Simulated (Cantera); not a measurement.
An isothermal, constant-pressure homogeneous reactor starts with NO : N2 = 1 : 0.12 (molar parts), at 1600 K and 0.0405 atm.

Cantera simulation using GRI-Mech 3.0 (53 species, 325 reactions); the numbers are that mechanism's predictions, not measurements. Radical loss at walls, strong at low pressure, is not modelled.

**Question.** Predict: x(NO) at 300 s; x(N2O) at 300 s; x(NO2) at 300 s; x(O2) at 300 s; x(N2) at 300 s; x(O) at 300 s.

**Answer.** 
```json
{
  "x(NO) at 300 s": "0.505 (gas-phase equilibrium 0.00237)",
  "x(N2O) at 300 s": "7.54e-5 (gas-phase equilibrium 2.40e-8)",
  "x(NO2) at 300 s": "0.000387 (gas-phase equilibrium 2.81e-6)",
  "x(O2) at 300 s": "0.194 (gas-phase equilibrium 0.445)",
  "x(N2) at 300 s": "0.301 (gas-phase equilibrium 0.552)",
  "x(O) at 300 s": "3.29e-5 (gas-phase equilibrium 4.81e-5)"
}
```
